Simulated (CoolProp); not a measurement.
Properties of p-xylene along the isotherm 620 K.

Values from CoolProp's reference Helmholtz-energy equation of state, Zhou 2012.

| p (bar) | phase | speed of sound (m/s) | isothermal compressibility (1/MPa) | expansivity (1/kK) | viscosity (µPa s) | Prandtl number | fugacity coefficient |
|---|---|---|---|---|---|---|---|
| 1.12 | gas | 221.8 | 9.036 | 1.675 | 13.2 | 0.674 | 0.9883 |
| 1.64 | gas | 220.7 | 6.206 | 1.706 | 13.2 | 0.675 | 0.9828 |
| 2.41 | gas | 219.0 | 4.260 | 1.752 | 13.2 | 0.676 | 0.9748 |
| 3.53 | gas | 216.4 | 2.946 | 1.824 | 13.2 | 0.678 | 0.9632 |
| 5.18 | gas | 212.6 | 2.048 | 1.940 | 13.3 | 0.683 | 0.9463 |
| 7.61 | gas | 206.8 | 1.439 | 2.133 | 13.4 | 0.691 | 0.9216 |
| 11.2 | gas | 197.8 | 1.031 | 2.487 | 13.6 | 0.706 | 0.8858 |
| 16.4 | gas | 183.6 | 0.7740 | 3.220 | 13.9 | 0.736 | 0.8347 |
| 24.1 | gas | 158.4 | 0.6527 | 5.366 | 14.6 | 0.802 | 0.7605 |
| 35.3 | gas | 100.6 | 1.359 | 35.24 | 17.7 | 1.50 | 0.6502 |
| 51.8 | supercritical | 221.5 | 0.06508 | 7.276 | 63.1 | 2.75 | 0.4848 |
| 76.1 | supercritical | 313.4 | 0.02636 | 3.942 | 71.7 | 2.67 | 0.3657 |
| 112 | supercritical | 399.6 | 0.01439 | 2.676 | 79.3 | 2.69 | 0.2859 |
| 164 | supercritical | 488.0 | 0.008827 | 1.982 | 87.9 | 2.77 | 0.2364 |
| 241 | supercritical | 585.4 | 0.005684 | 1.526 | 99.1 | 2.92 | 0.2102 |
| 353 | supercritical | 693.6 | 0.003781 | 1.204 | 114 | 3.14 | 0.2076 |

Viscosity comes from a separate model (Balogun 2015). Thermal conductivity comes from a separate model (Mylona 2014).
